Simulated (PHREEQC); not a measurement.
A solution holds 0.0026 mol MgSO4 and 0.00037 mol NaHCO3 per kg of water, at 25 °C. Closed to the air; pH follows from the charge balance.

Computed with PHREEQC (ion-association model, phreeqc.dat).

| Property | Value |
|---|---|
| pH | 8.04 |
| ionic strength | 0.00880 mol/kgw |
| specific conductance | 523 µS/cm |
| total alkalinity | 0.370 meq/kg |

```json
[
 {"species": "SO4-2", "molality": "0.00211", "activity": "0.00144", "log γ": "-0.166"},
 {"species": "Mg+2", "molality": "0.00210", "activity": "0.00145", "log γ": "-0.162"},
 {"species": "MgSO4", "molality": "0.000488", "activity": "0.000489", "log γ": "0.001"},
 {"species": "Na+", "molality": "0.000367", "activity": "0.000334", "log γ": "-0.042"},
 {"species": "HCO3-", "molality": "0.000353", "activity": "0.000321", "log γ": "-0.041"},
 {"species": "CO2", "molality": "6.55e-6", "activity": "6.57e-6", "log γ": "0.001"},
 {"species": "MgHCO3+", "molality": "6.00e-6", "activity": "5.44e-6", "log γ": "-0.043"},
 {"species": "NaSO4-", "molality": "2.64e-6", "activity": "2.41e-6", "log γ": "-0.041"},
 {"species": "CO3-2", "molality": "2.41e-6", "activity": "1.65e-6", "log γ": "-0.164"},
 {"species": "MgCO3", "molality": "2.28e-6", "activity": "2.29e-6", "log γ": "0.001"},
 {"species": "OH-", "molality": "1.23e-6", "activity": "1.11e-6", "log γ": "-0.043"}
]
```

No solid was allowed to form.
